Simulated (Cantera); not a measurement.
Input: 1 mol N2O, 0.76 mol SO2, at 1700 °C and 17.0 Pa.

Cantera equilibrium calculation (NASA polynomials, part measured and part estimated; ideal gas, pure solids and liquids). Candidate condensed phases: S; 17 gas species. Rates play no part.

Base state: N2 0.434, SO2 0.326, O2 0.209, O 0.0190, SO 0.00632, NO 0.00527, S 4.20e-5, SO3 1.18e-5 (mole fractions); condensed: gas only.

Task: What changes in the equilibrium state with this change: N2O replaced by NF3?

Result: 
```
species   before     after
-------  -------  --------
F              0     0.696
SO2        0.326     0.159
N2         0.434     0.116
O2         0.209   0.00717
O         0.0190   0.00352
SO       0.00632    0.0167
SF             0  0.000172
SF2            0   4.62e-5
SOF2           0   1.41e-5
S        4.20e-5  0.000599
SO3      1.18e-5   1.06e-6
```
The tables' values for SOF2 are old estimates; treat these amounts as uncertain.
